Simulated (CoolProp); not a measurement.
Vapour-liquid equilibrium of fluoroethane (R161) (1) + R134a (2) at 39.35 °C; x and y are mole fractions of (1).

The numbers come from the multi-fluid Helmholtz-energy mixture model, Wu 2012 and Tillner-Roth 1994; pair parameters Bell 2016 in CoolProp.

Question: Give the bubble pressure and the first vapour's composition at x = 0.05, 0.8, 0.875. Is there an azeotrope?

Answer: x = 0.05: 1.010 MPa, y = 0.058; x = 0.8: 1.252 MPa, y = 0.840; x = 0.875: 1.284 MPa, y = 0.903. No azeotrope shows between x = 0.05 and 0.95.

The pair parameters rest on a limited set of measurements; away from them the model extrapolates.
